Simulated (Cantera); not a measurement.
**Ignition delay**

Mixture: CH4 : C2H6 : C3H8 : O2 : N2 : H2O = 1 : 0.066 : 0.073 : 2.36 : 8.87 : 2.1 (molar parts), at 1000000 Pa, adiabatic and at constant volume. Ignition delay is the time to a rise of 400 K.

Detailed kinetics in Cantera: GRI-Mech 3.0 (53 species, 325 reactions).

```
T0 (K)  delay (ms)
------  ----------
1025          13.5
1075          6.35
1125          3.22
1175          1.71
1225         0.937
1275         0.521
1325         0.295
1375         0.170
```

```yaml
apparent activation energy between 1275 and 1375 K: 160 kJ/mol
```
